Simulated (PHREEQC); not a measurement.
0.1 mol of Fluorite (CaF2) is brought to equilibrium with 1 kg of water holding 0.01 mol/kgw NaCl, at 25 °C, the pH being set by adding NaOH or HCl. Oxygen is held at 0.21 atm. The system is closed to CO2. The run lets Fluorite precipitate or redissolve, and no other solid.

Equilibrium calculation in PHREEQC: ion-association model, phreeqc.dat.

```tsv
pH	dissolved Ca (mol/kgw)	dissolved F (mol/kgw)	HF (mol/kgw)
4	0.000249	0.000497	5.85e-5
4.38	0.000237	0.000474	2.50e-5
4.75	0.000232	0.000464	1.08e-5
5.12	0.000230	0.000460	4.61e-6
5.5	0.000229	0.000458	1.93e-6
5.88	0.000228	0.000457	?
6.25	0.000228	0.000457	3.43e-7
6.62	0.000228	0.000457	?
7	0.000228	0.000456	6.10e-8
7.38	0.000228	0.000456	2.54e-8
7.75	0.000228	0.000456	1.08e-8
8.12	0.000228	0.000456	4.63e-9
8.5	0.000228	0.000456	?
8.88	0.000228	0.000456	8.04e-10
9.25	0.000228	0.000457	3.43e-10
9.62	0.000228	0.000457	1.46e-10
10	0.000229	0.000457	6.10e-11
```

What belongs in the gaps?


- 5.88, HF (mol/kgw): 8.03e-7
- 6.62, HF (mol/kgw): 1.46e-7
- 8.5, HF (mol/kgw): 1.93e-9

Complexes and solids missing from the database can't appear.
